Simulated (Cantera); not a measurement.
A Cantera script and what it prints.

```python
import numpy as np
import cantera as ct

gas_names = """
    AL ALBr ALBr3 ALH ALN AL2 AL2Br6 Br Br2 H HBr H2 N NH NH2 NH3 N2 N2H2 N2H4
""".split()
cond_names = """
    AL(cr) AL(L) ALBr3(s) ALBr3(L) ALN(s) Br2(cr) Br2(L)
""".split()


# ... load() reads the species with a 1 bar reference pressure and builds the phases ...
atoms = {
    'AlBr3': {'AL': 1, 'Br': 3},
    'N2': {'N': 2},
    'H2': {'H': 2},
}
top_T = {'ALN(s)': 2750}  # K; cautious upper limits of use, not melting points


# ... equilibrate(T, P, feed) seeds the gas with the atoms and calls Mixture.equilibrate('TP', solver="vcs", rtol=1e-11, max_steps=5000) ...
results = []
feed = {'AlBr3': 1, 'N2': 77, 'H2': 17}  # mol
T = 1623.15  # K
P = 1000  # Pa
mix = equilibrate(T, P, feed)
results.append((T, P, feed, dict(zip(mix.species_names, mix.species_moles))))
x = sorted(zip(gas.X, gas.species_names), reverse=True)
print(f"T = {T:g} K  P = {P:g} Pa  gas = {mix.phase_moles(0):.4g} mol")
print("   x: " + "  ".join(f"{s} {v:.3e}" for v, s in x if v > 0.0001))
print("   condensed (mol): " + ("  ".join(f"{mix.phase(i).name} {mix.phase_moles(i):.4g}"
      for i in range(1, mix.n_phases) if mix.phase_moles(i) > 1e-12) or "none"))
```

It prints:

```
T = 1623.15 K  P = 1000 Pa  gas = 96.02 mol
   x: N2 8.019e-01  H2 1.683e-01  HBr 1.715e-02  ALBr 9.518e-03  Br 1.890e-03  ALBr3 8.938e-04  H 2.840e-04
   condensed (mol): none
```

These are equilibrium values from Cantera (NASA tables, ideal gas, pure condensed phases), not measurements of a reactor.
